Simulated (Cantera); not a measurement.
# Thermodynamics of carbothermic reduction, feed Ta2O5 + CO + H2 + C

A closed system holds: 1 mol Ta2O5, 0.7 mol CO, 0.82 mol H2, 5.9 mol C, at 1.00 bar.

Method: chemical equilibrium by Gibbs-energy minimisation in Cantera with the NASA 1993 tables (ideal gas, pure condensed phases). Candidate condensed phases: C, C6H6, C7H8, C8H18, H2O, Ta, TaC, Ta2O5; 113 gas species. Mutual solubility and eutectic melting of coexisting phases are not modelled. TaC: taken at fixed stoichiometry. Condensed phases not in the tables: Ta2C. Equilibrium is a limit: real reactors are often held back by kinetics, nucleation or transport.

From 650 °C to 1050 °C the condensed part is C(graphite) + Ta2O5(s). From 1100 °C to 1250 °C the condensed part is TaC(s) + Ta2O5(s).

```json
[
 {"T (°C)": "650", "x CO": "0.204", "x H2": "0.468", "x H2O": "0.147", "x CO2": "0.131", "x CH4": "0.0509", "x H": "1.67e-10", "n C(graphite)": "6.16", "n Ta2O5(s)": "1.00", "n TaC(s)": "0"},
 {"T (°C)": "700", "x CO": "0.293", "x H2": "0.498", "x H2O": "0.0908", "x CO2": "0.0863", "x CH4": "0.0318", "x H": "7.63e-10", "n C(graphite)": "6.08", "n Ta2O5(s)": "1.00", "n TaC(s)": "0"},
 {"T (°C)": "750", "x CO": "0.367", "x H2": "0.513", "x H2O": "0.0516", "x CO2": "0.0483", "x CH4": "0.0197", "x H": "2.97e-9", "n C(graphite)": "6.01", "n Ta2O5(s)": "1.00", "n TaC(s)": "0"},
 {"T (°C)": "800", "x CO": "0.414", "x H2": "0.521", "x H2O": "0.0281", "x CO2": "0.0241", "x CH4": "0.0125", "x H": "1.01e-8", "n C(graphite)": "5.96", "n Ta2O5(s)": "1.00", "n TaC(s)": "0"},
 {"T (°C)": "850", "x CO": "0.438", "x H2": "0.527", "x H2O": "0.0152", "x CO2": "0.0116", "x CH4": "0.00815", "x H": "3.09e-8", "n C(graphite)": "5.93", "n Ta2O5(s)": "1.00", "n TaC(s)": "0"},
 {"T (°C)": "900", "x CO": "0.450", "x H2": "0.531", "x H2O": "0.00847", "x CO2": "0.00564", "x CH4": "0.00548", "x H": "8.59e-8", "n C(graphite)": "5.91", "n Ta2O5(s)": "1.00", "n TaC(s)": "0"},
 {"T (°C)": "950", "x CO": "0.455", "x H2": "0.533", "x H2O": "0.00488", "x CO2": "0.00285", "x CH4": "0.00379", "x H": "2.20e-7", "n C(graphite)": "5.91", "n Ta2O5(s)": "1.00", "n TaC(s)": "0"},
 {"T (°C)": "1000", "x CO": "0.458", "x H2": "0.535", "x H2O": "0.00291", "x CO2": "0.00151", "x CH4": "0.00269", "x H": "5.22e-7", "n C(graphite)": "5.90", "n Ta2O5(s)": "1.00", "n TaC(s)": "0"},
 {"T (°C)": "1050", "x CO": "0.459", "x H2": "0.536", "x H2O": "0.00180", "x CO2": "0.000833", "x CH4": "0.00195", "x H": "1.16e-6", "n C(graphite)": "5.90", "n Ta2O5(s)": "1.00", "n TaC(s)": "0"},
 {"T (°C)": "1100", "x CO": "0.855", "x H2": "0.142", "x H2O": "0.000590", "x CO2": "0.00172", "x CH4": "9.86e-5", "x H": "1.26e-6", "n C(graphite)": "0", "n Ta2O5(s)": "0.155", "n TaC(s)": "1.69"},
 {"T (°C)": "1150", "x CO": "0.855", "x H2": "0.142", "x H2O": "0.000646", "x CO2": "0.00171", "x CH4": "4.49e-5", "x H": "2.51e-6", "n C(graphite)": "0", "n Ta2O5(s)": "0.155", "n TaC(s)": "1.69"},
 {"T (°C)": "1200", "x CO": "0.855", "x H2": "0.142", "x H2O": "0.000701", "x CO2": "0.00170", "x CH4": "2.16e-5", "x H": "4.77e-6", "n C(graphite)": "0", "n Ta2O5(s)": "0.155", "n TaC(s)": "1.69"},
 {"T (°C)": "1250", "x CO": "0.855", "x H2": "0.142", "x H2O": "0.000757", "x CO2": "0.00170", "x CH4": "1.09e-5", "x H": "8.72e-6", "n C(graphite)": "0", "n Ta2O5(s)": "0.155", "n TaC(s)": "1.69"}
]
```
x: gas mole fraction; n: condensed amount in mol.
